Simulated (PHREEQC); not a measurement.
# Leach liquor

Make-up at 20 °C: 0.015 mol H2SO4, 0.006 mol Li2SO4 and 0.0071 mol MgSO4 per kg of water. Closed to the air; pH follows from the charge balance.

Model: ion-association model, phreeqc.dat, run in PHREEQC.

This is a speciation only: nothing precipitates in the calculation.

Question: Predict the pH, specific conductance.

Answer: pH 1.79; specific conductance 7700 µS/cm.

Question: In which forms is Mg present?

Answer: Mg+2 63 %, MgSO4 37 % of the Mg.
